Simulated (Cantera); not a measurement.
An isothermal, constant-pressure homogeneous reactor starts with 0.626 % H2, 99.4 % O2, equivalence ratio 0.0032, at 1075 K and 1.13 Torr.

Computed with Cantera and GRI-Mech 3.0 (53 species, 325 reactions). Radical loss at walls, strong at low pressure, is not modelled.

x: mole fraction; the columns are a selection and need not sum to one.

```tsv
t (s)	x H2	x O2	x H2O	x HO2	x H2O2	x O
3.00e-5	0.00626	0.994	<1e-12	1.37e-12	<1e-12	<1e-12
0.000172	0.00626	0.994	<1e-12	7.86e-12	<1e-12	<1e-12
0.000985	0.00626	0.994	1.26e-12	4.51e-11	<1e-12	2.08e-11
0.00565	0.00626	0.994	9.91e-11	2.58e-10	<1e-12	2.94e-10
0.0324	0.00626	0.994	…	…	<1e-12	…
0.185	0.00189	0.990	0.00367	2.40e-7	1.25e-8	0.00318
1.06	1.71e-5	0.988	0.00597	1.18e-7	1.41e-9	0.00517
6.09	1.14e-5	0.990	0.00606	9.88e-8	1.41e-9	0.00341
34.9	2.62e-6	0.993	0.00620	4.76e-8	1.26e-9	0.000770
200	…	0.994	0.00626	…	5.87e-10	…
```

### Question
What belongs in the gaps?

### Answer

- 0.0324, x H2O: 1.05e-8
- 0.0324, x HO2: 1.49e-9
- 0.0324, x O: 1.09e-8
- 200, x H2: 1.69e-7
- 200, x HO2: 9.12e-9
- 200, x O: 4.95e-5
